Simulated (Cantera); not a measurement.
Charge: 1 mol Hg, 0.12 mol O2, 0.6 mol H2, equilibrated at 1373 K and 0.330 bar.

Cantera equilibrium calculation (NASA polynomials, part measured and part estimated; ideal gas, pure solids and liquids). Candidate condensed phases: H2O, Hg, HgO; 10 gas species. Kinetics and transport are ignored.

Base state: Hg 0.625, H2 0.225, H2O 0.150 (mole fractions); condensed: gas only.

Q: What changes in the equilibrium state with this change: O2 from 0.12 to 0.64 mol?

A: 
```csv
species,before,after
Hg,0.625,0.515
H2O,0.150,0.309
O2,<1e-9,0.175
H2,0.225,3.81e-7
OH,3.27e-8,5.18e-5
```
